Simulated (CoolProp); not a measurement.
Model: reference Helmholtz-energy equation of state, Lemmon 2003, in CoolProp. It is a pseudo-pure fit of the blend.

Question: For R410A, give the phase and the Z, expansivity (1/kK), viscosity (µPa s), fugacity coefficient at 115.85 °C and 11.1 bar; 115.85 °C and 75.8 bar.

Answer: 
- 115.85 °C and 11.1 bar: gas; Z 0.945, expansivity 3.15, viscosity 17.1, fugacity coefficient 0.947
- 115.85 °C and 75.8 bar: supercritical; Z 0.559, expansivity 14.8, viscosity 26.8, fugacity coefficient 0.668

Viscosity comes from a separate model (Geller 2000).
